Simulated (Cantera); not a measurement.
A closed system holds: 1 mol Fe3O4, 2.3 mol C, 0.7 mol CO, equilibrated at 1.50 bar.

Equilibrium computed with Cantera from the NASA thermochemical tables; the gas is ideal and each condensed phase is pure. Candidate condensed phases: C, Fe, Fe(CO)5, FeO, Fe2O3, Fe3O4; 15 gas species. Each liquid is taken as pure. Mutual solubility and eutectic melting of coexisting phases are not modelled. The tables' stoichiometric FeO is somewhat more stable than real wüstite, so its field is too wide. FeO: taken at fixed stoichiometry. Kinetics and transport are ignored.

Problem. At 2000 °C, list the 4 most abundant gas species with their mole fractions, and the condensed phases.

Solution. CO 0.916, CO2 0.0803, Fe 0.00353, FeO 6.05e-5. Condensed: Fe(l) + FeO(l).
